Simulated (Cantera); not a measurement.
Feed: 1 mol B2O3, 1 mol H2O, at 1950 K and 710 Pa.

Cantera equilibrium calculation (NASA polynomials, part measured and part estimated; ideal gas, pure solids and liquids). Candidate condensed phases: B, B2O3, B3O3H3, H2O; 23 gas species. Rates play no part.

Base state: HBO2 0.602, B2O3 0.190, H2O 0.184, H2 0.00931, BO2 0.00931, OH 0.00235, O2 0.00210, H 0.00131 (mole fractions); condensed: gas only.

Q: What changes in the equilibrium state with this change: 1.8 mol O2 added?

A: 
```
species    before     after
-------  --------  --------
O2        0.00210     0.459
HBO2        0.602     0.311
H2O         0.184     0.101
B2O3        0.190    0.0923
BO2       0.00931    0.0250
HBO      0.000142   4.96e-6
H2        0.00931  0.000346
O        0.000245   0.00363
```
